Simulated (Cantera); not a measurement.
Charge: 1 mol n-butane, 13 mol H₂, 13 mol N₂, equilibrated at 2248 K.

These are equilibrium values from Cantera (NASA tables, ideal gas, pure condensed phases), not measurements of a reactor. Candidate condensed phases: C, C₆H₆, C₇H₈, C₈H₁₈; 92 gas species. The ideal-gas law is rough above about 30 bar. Equilibrium is a limit: real reactors are often held back by kinetics, nucleation or transport.

Q: At 1.00e7 Pa, list the 6 most abundant gas species with their mole fractions, and the condensed phases.

A: H₂ 0.558, N₂ 0.413, HCN 0.0168, CH₄ 0.00739, C₂H₂ (acetylene) 0.00185, HNC 0.00143. Condensed: C(graphite).
